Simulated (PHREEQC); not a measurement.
A column of 1 m (40 cells, dispersivity 0.05 m, 720 s a shift, diffusion coefficient 3e-10 m²/s) holds 0.0095 eq of the database's cation exchanger X per kg of pore water, first in equilibrium with 0.024 mol (NH4)2SO4 and 1e-05 mol HCl per kg of water. It is flushed with 0.0058 mol LiCl and 1e-05 mol HCl per kg of water, at 25 °C. Values are for the last cell. CO2 from the air is kept out. Nothing may precipitate in this run.

The series has 31 steps of pore volumes, from 0 to 6.013.

Model: ion-association model, phreeqc.dat, run in PHREEQC.

Question: After how many pore volumes does Li at the outlet first reach half of its feed value?

Answer: By 2.0 pore volumes.
